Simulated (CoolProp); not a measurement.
Vapour-liquid equilibrium of n-hexane (1) + toluene (2) at 1.71 bar; x and y are mole fractions of (1).

The numbers come from the multi-fluid Helmholtz-energy mixture model, Thol 2019 and Lemmon 2006; pair parameters Bell 2016 in CoolProp.

```tsv
x	bubble temperature, mixture model (°C)	bubble temperature, Raoult's law (°C)	y, mixture model	y, Raoult's law
0.05	124.8	126.4	0.164	0.135
0.125	118.2	121.4	0.343	0.302
0.2	113.0	116.9	0.470	0.435
0.275	108.8	112.8	0.565	0.543
0.35	105.3	109.0	0.640	0.632
0.425	102.2	105.6	0.701	0.705
0.5	99.5	102.4	0.753	0.766
0.575	97.1	99.5	0.798	0.818
0.65	95.0	96.8	0.839	0.862
0.725	92.9	94.3	0.876	0.900
0.8	91.0	92.0	0.912	0.932
0.875	89.2	89.8	0.945	0.961
0.95	87.5	87.7	0.978	0.985
```

The largest gap from Raoult's law is -4.0 K in bubble temperature, at x = 0.275. No azeotrope shows between x = 0.05 and 0.95.

Pair parameters are fitted to limited data, so mixtures are less certain than the pure fluids.
